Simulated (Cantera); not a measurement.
Input: 1 mol Si3N4, 27 mol HCl, 69 mol H2, equilibrated at 90.0 mbar.

Cantera equilibrium calculation (NASA polynomials, part measured and part estimated; ideal gas, pure solids and liquids). Candidate condensed phases: NH4Cl, Si, Si3N4; 28 gas species. Rates play no part.

Question: What share of the Si ends up in condensed phases as a function of T (°C), at 427, 527, 627, 727, 827, 927, 1027, 1127, 1227, 1327, 1427?

Answer: 
```json
[
 {"T (°C)": "427", "Si condensed (%)": "21.4", "as": "Si3N4(s)"},
 {"T (°C)": "527", "Si condensed (%)": "36.6", "as": "Si3N4(s)"},
 {"T (°C)": "627", "Si condensed (%)": "47.2", "as": "Si3N4(s)"},
 {"T (°C)": "727", "Si condensed (%)": "54.6", "as": "Si3N4(s)"},
 {"T (°C)": "827", "Si condensed (%)": "59.7", "as": "Si3N4(s)"},
 {"T (°C)": "927", "Si condensed (%)": "62.6", "as": "Si3N4(s)"},
 {"T (°C)": "1027", "Si condensed (%)": "61.0", "as": "Si3N4(s)"},
 {"T (°C)": "1127", "Si condensed (%)": "48.0", "as": "Si3N4(s)"},
 {"T (°C)": "1227", "Si condensed (%)": "14.7", "as": "Si3N4(s)"},
 {"T (°C)": "1327", "Si condensed (%)": "0.0", "as": "-"},
 {"T (°C)": "1427", "Si condensed (%)": "0.0", "as": "-"}
]
```
